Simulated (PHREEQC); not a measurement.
Ultrapure water in contact with air or piping: speciation

Synthetic water in mg/L, 20 °C, pH 6.77, pe 11.3:

| constituent | mg/L |
|---|---|
| Na | 0.223 |
| K | 0.329 |
| Ca | 0.085 |
| Mg | 0.116 |
| Cl | 0.351 |
| S(6) as SO4 | 0.114 |
| Alkalinity as HCO3 | 1.21 |
| Zn | 0.00571 |

Valence states are taken as typed.

The numbers come from PHREEQC with the ion-association model, wateq4f.dat.

Each row changes one thing in this solution. No solid was allowed to form.

```
case                                               HCO3- (mol/kgw)  CO2 (mol/kgw)  CO3-2 (mol/kgw)  ZnOH+ (mol/kgw)  MgOH+ (mol/kgw)  SI of Zincite(c) (ZnO)
-------------------------------------------------  ---------------  -------------  ---------------  ---------------  ---------------  ----------------------
as made                                                    2.00e-5        8.10e-6          5.06e-9         3.72e-10         6.30e-11                   -4.95
pH from 6.77 to 7.07 at the same alkalinity                1.98e-5        4.03e-6          1.00e-8         7.38e-10         1.26e-10                   -4.35
temperature from 20 to 15 °C at the same typed pH          2.00e-5        8.83e-6          4.48e-9         2.50e-10         3.92e-11                   -5.23
all concentrations times 4 at the same typed pH            7.94e-5        3.20e-5          2.06e-8          1.44e-9         2.46e-10                   -4.36
pH from 6.77 to 6.47 at the same alkalinity                2.01e-5        1.63e-5          2.56e-9         1.87e-10         3.16e-11                   -5.55
```

Species that the database lacks are ignored.
